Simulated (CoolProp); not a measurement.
The fluid at 395.95 K and 2.19 MPa flows at 0.072 m/s in a round tube of 20 mm bore and 0.25 µm roughness, fully developed (64/Re and Nu = 3.66 if laminar; Colebrook and Gnielinski if turbulent). The same conditions are run with several fluids, on thermodynamics alone (safety and materials aside).

The numbers come from the reference Helmholtz-energy equation of state of each fluid (R11: Jacobsen 1992; n-octane: Beckmüller 2019; toluene: Lemmon 2006; benzene: Thol 2012) in CoolProp.

| fluid | Reynolds number | Darcy friction factor | pressure drop (Pa/m) | heat-transfer coefficient (W/(m² K)) | mass flow (kg/h) |
|---|---|---|---|---|---|
| R11 | 9570 | 0.0313 | 4.90 | 167 | 98.4 |
| n-octane | … | … | 3.15 | … | 50.3 |
| toluene | … | … | 3.78 | 169 | 62.7 |
| benzene | 4980 | 0.0375 | … | 181 | 62.5 |

Problem. Complete the blanks.

Solution. 
- n-octane, Reynolds number: 4220
- n-octane, Darcy friction factor: 0.0393
- n-octane, heat-transfer coefficient (W/(m² K)): 150
- toluene, Reynolds number: 4770
- toluene, Darcy friction factor: 0.0379
- benzene, pressure drop (Pa/m): 3.72

Transport values come from each fluid's own correlations; those of R11 are estimates that may be off by 10 % or more.
